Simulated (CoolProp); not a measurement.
Vapour-liquid equilibrium of R134a (1) + R152A (2) at -74.15 °C; x and y are mole fractions of (1).

The numbers come from the multi-fluid Helmholtz-energy mixture model, Tillner-Roth 1994 and Outcalt 1996; pair parameters Lemmon 2004 in CoolProp.

```tsv
x	bubble pressure (bar)	y at the bubble point	dew pressure at overall composition x (bar)	liquid density (mol/L)
0.05	0.05563	0.036	[?]	16.70
0.125	0.05445	0.098	0.05404	16.54
0.2	0.05346	0.169	[?]	16.38
0.275	0.05270	0.248	0.05251	16.22
0.35	[?]	0.333	0.05214	16.07
0.425	0.05199	0.421	0.05198	15.91
0.5	[?]	0.511	0.05203	15.76
0.575	0.05241	0.600	0.05228	15.62
0.65	0.05302	0.686	0.05273	[?]
0.725	0.05387	[?]	0.05340	15.33
0.8	0.05493	0.840	0.05432	[?]
0.875	0.05616	0.906	0.05555	15.05
0.95	0.05753	0.965	0.05715	14.92
```

Fill in the missing entries.


- 0.05, dew pressure at overall composition x (bar): 0.05534
- 0.2, dew pressure at overall composition x (bar): 0.05313
- 0.35, bubble pressure (bar): 0.05221
- 0.5, bubble pressure (bar): 0.05206
- 0.65, liquid density (mol/L): 15.47
- 0.725, y at the bubble point: 0.766
- 0.8, liquid density (mol/L): 15.19

y crosses x between x = 0.425 and 0.5: the model has an azeotrope there.

Pair parameters are fitted to limited data, so mixtures are less certain than the pure fluids.
